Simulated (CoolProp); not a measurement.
A Linde-Hampson liquefier for oxygen: isothermal reversible compression at 200 K from 1 atm to 20 MPa, throttling to 1 atm, return gas leaving the recuperator 5 K below the feed. Each further row changes one setting.

Values from CoolProp's reference Helmholtz-energy equation of state, Schmidt 1985.

| case | liquid yield per pass | compression work (kJ/kg of gas) |
|---|---|---|
| as stated | (withheld) | 246 |
| high pressure 40 MPa | (withheld) | (withheld) |
| warm-end temperature 230 K | (withheld) | (withheld) |
| warm-end gap 10 K | (withheld) | 246 |

### Question
Fill in the missing entries.

### Answer

- as stated, liquid yield per pass: 0.327
- high pressure 40 MPa, liquid yield per pass: 0.367
- high pressure 40 MPa, compression work (kJ/kg of gas): 275
- warm-end temperature 230 K, liquid yield per pass: 0.216
- warm-end temperature 230 K, compression work (kJ/kg of gas): 297
- warm-end gap 10 K, liquid yield per pass: 0.317
